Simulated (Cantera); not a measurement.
# Boron, boron nitride and boron oxide: B2H6 + H2O + H2

A closed system holds: 1 mol B2H6, a varied amount of H2O, 77 mol H2, equilibrated at 1598.15 K and 133 Pa.

Equilibrium computed with Cantera from the NASA thermochemical tables; the gas is ideal and each condensed phase is pure. Candidate condensed phases: B, B2O3, B3O3H3, H2O; 23 gas species. The feed counts by its element totals alone. The tables' values for BH2 are old estimates; treat these amounts as uncertain. Rates play no part.

| n(H2O) (mol) | x H2 | x HBO2 | x H2O | x HBO | x B2O3 | n B(s) |
|---|---|---|---|---|---|---|
| 0.49 | 0.993 | 3.55e-6 | 6.18e-7 | 0.00551 | 9.70e-7 | 1.51 |
| 0.66 | 0.991 | 6.17e-6 | 8.13e-7 | 0.00726 | 2.22e-6 | 1.34 |
| 0.89 | 0.988 | 1.06e-5 | 1.06e-6 | 0.00951 | 5.02e-6 | 1.11 |
| 1.2 | 0.985 | 1.79e-5 | 1.38e-6 | 0.0124 | 1.11e-5 | 0.800 |
| 1.6 | 0.981 | 2.93e-5 | 1.76e-6 | 0.0158 | 2.32e-5 | 0.402 |
| 2.2 | 0.977 | 0.00127 | 7.14e-5 | 0.0167 | 0.00107 | 0 |
| 3 | 0.978 | 0.00775 | 0.000874 | 0.00838 | 0.00327 | 0 |
| 4 | 0.972 | 0.0159 | 0.00530 | 0.00283 | 0.00228 | 0 |
| 5.4 | 0.958 | 0.0200 | 0.0183 | 0.00101 | 0.00104 | 0 |
x: gas mole fraction; n: condensed amount in mol.

From 0.49 mol H2O to 1.6 mol H2O the condensed part is B(s). From 2.2 mol H2O to 5.4 mol H2O nothing is condensed. The main B-bearing gas is HBO at 0.49 mol H2O and HBO2 at 5.4 mol H2O.
